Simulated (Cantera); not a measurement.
A perfectly stirred reactor is fed with 3.83 % CH4, 1.46 % C2H6, 18.5 % O2, 68.6 % N2, 7.66 % CO2, equivalence ratio 0.69, at 1.00 bar; it is adiabatic with a 373 K inlet, and is followed from long to short residence time, starting on the burning branch (τ in s: 0.17, 0.066, 0.026, 0.0099, 0.0038, 0.0015, 0.00057, 0.00022, 8.4e-05, 3.3e-05, 1.3e-05).

Model: GRI-Mech 3.0 (53 species, 325 reactions), integrated in Cantera.

Predict: blow-out, bracketed by the residence times tried; x(CH4) at τ = 0.170 s; x(C2H6) at τ = 0.170 s; x(O2) at τ = 0.170 s; x(C2H4) at τ = 0.170 s; x(H2O) at τ = 0.170 s; x(CH4) at τ = 1.50 ms; x(C2H6) at τ = 1.50 ms; x(O2) at τ = 1.50 ms; x(C2H4) at τ = 1.50 ms; x(H2O) at τ = 1.50 ms.


```
Property                                                                         Value
------------------------------------------------  ------------------------------------
blow-out, bracketed by the residence times tried  burning at 0.570 ms, out at 0.220 ms
x(CH4) at τ = 0.170 s                                                          5.10e-6
x(C2H6) at τ = 0.170 s                                                         4.50e-7
x(O2) at τ = 0.170 s                                                            0.0571
x(C2H4) at τ = 0.170 s                                                         1.42e-6
x(H2O) at τ = 0.170 s                                                            0.119
x(CH4) at τ = 1.50 ms                                                         0.000135
x(C2H6) at τ = 1.50 ms                                                         1.29e-5
x(O2) at τ = 1.50 ms                                                            0.0614
x(C2H4) at τ = 1.50 ms                                                         1.29e-5
x(H2O) at τ = 1.50 ms                                                            0.114
```
